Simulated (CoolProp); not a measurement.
Vapour-liquid equilibrium of R143a (1) + isobutene (2) at 0.159 MPa; x and y are mole fractions of (1).

The numbers come from the multi-fluid Helmholtz-energy mixture model, Lemmon and Jacobsen 2000 and Lemmon 2005; pair parameters Bell 2016 in CoolProp.

Q: Give the bubble temperature and the first vapour's composition at x = 0.05, 0.125, 0.8. Is there an azeotrope?

A: x = 0.05: -6.1 °C, y = 0.356; x = 0.125: -16.1 °C, y = 0.592; x = 0.8: -34.8 °C, y = 0.918. No azeotrope shows between x = 0.05 and 0.95.

The pair parameters rest on a limited set of measurements; away from them the model extrapolates.
